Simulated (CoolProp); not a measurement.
Properties of n-perfluorohexane along the isotherm 450 K (Tc = 448.0 K, pc = 1.742 MPa, ω = 0.497).

Computed with CoolProp (reference Helmholtz-energy equation of state, Gao 2022).

| p (MPa) | phase | Z | cv (kJ/(kg K)) |
|---|---|---|---|
| 0.871 | gas | 0.7991 | 0.9991 |
| 1.74 | gas | 0.4105 | 1.054 |
| 2.61 | supercritical | 0.2294 | … |
| 3.48 | supercritical | 0.2854 | … |
| 4.35 | supercritical | … | 1.031 |
| 5.22 | supercritical | … | … |
| 6.1 | supercritical | … | 1.027 |
| 6.97 | supercritical | 0.5125 | 1.025 |
| 7.84 | supercritical | … | … |
| 8.71 | supercritical | 0.6222 | 1.023 |

Problem. Some entries are withheld; supply them.

Solution. 
- 2.61, cv (kJ/(kg K)): 1.044
- 3.48, cv (kJ/(kg K)): 1.036
- 4.35, Z: 0.3427
- 5.22, Z: 0.3997
- 5.22, cv (kJ/(kg K)): 1.029
- 6.1, Z: 0.4567
- 7.84, Z: 0.5676
- 7.84, cv (kJ/(kg K)): 1.024
